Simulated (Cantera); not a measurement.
SiH2Cl2 + NO + N2 (silicon oxide and oxynitride deposition)

Feed: 1 mol SiH2Cl2, 21 mol NO, 21 mol N2, held at 10.0 mbar.

Cantera equilibrium calculation (NASA polynomials, part measured and part estimated; ideal gas, pure solids and liquids). Candidate condensed phases: H2O, NH4Cl, Si, SiO2, Si2N2O, Si3N4; 47 gas species. The tables hold silica as quartz up to 1696 K and as liquid above; real silica turns to tridymite and cristobalite and melts near 1996 K. Equilibrium is a limit: real reactors are often held back by kinetics, nucleation or transport.

From 898 K to 1573 K the condensed part is SiO2(β-quartz).

| T (K) | x N2 | x O2 | x HCl | x Cl | x H2O | x Cl2 | x NO | n SiO2(β-quartz) |
|---|---|---|---|---|---|---|---|---|
| 898 | 0.735 | 0.218 | 0.0339 | 5.68e-5 | 0.00639 | 0.00636 | 8.84e-6 | 1.00 |
| 973 | 0.734 | 0.219 | 0.0364 | 0.000182 | 0.00510 | 0.00501 | 2.27e-5 | 1.00 |
| 1048 | 0.734 | 0.219 | 0.0382 | 0.000485 | 0.00421 | 0.00396 | 5.10e-5 | 1.00 |
| 1123 | 0.733 | 0.219 | 0.0393 | 0.00111 | 0.00364 | 0.00308 | 0.000103 | 1.00 |
| 1198 | 0.733 | 0.219 | 0.0398 | 0.00221 | 0.00339 | 0.00228 | 0.000190 | 1.00 |
| 1273 | 0.732 | 0.219 | 0.0396 | 0.00382 | 0.00346 | 0.00155 | 0.000326 | 1.00 |
| 1348 | 0.732 | 0.219 | 0.0387 | 0.00583 | 0.00388 | 0.000966 | 0.000526 | 1.00 |
| 1423 | 0.731 | 0.218 | 0.0372 | 0.00807 | 0.00460 | 0.000569 | 0.000807 | 1.00 |
| 1498 | 0.730 | 0.217 | 0.0353 | 0.0105 | 0.00553 | 0.000329 | 0.00119 | 1.00 |
| 1573 | 0.729 | 0.216 | 0.0330 | 0.0129 | 0.00660 | 0.000192 | 0.00168 | 1.00 |
x: gas mole fraction; n: condensed amount in mol.
